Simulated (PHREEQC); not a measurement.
## Buffer: speciation

Consider water at 25 °C with 0.22 mol NH4Cl and 0.00034 mol Na2B4O7 per kg of water. It is in equilibrium with CO2 at log p = -3.5 (atm). Otherwise closed; pH follows from the charge balance.

All values are PHREEQC results (ion-association model, phreeqc.dat), not measurements.

No solid was allowed to form.

**Question.** Predict the pH, specific conductance.

**Answer.** pH 6.89; specific conductance 25900 µS/cm.

**Question.** In which forms is C present?

**Answer.** HCO3- 83 %, CO2 17 % of the C.
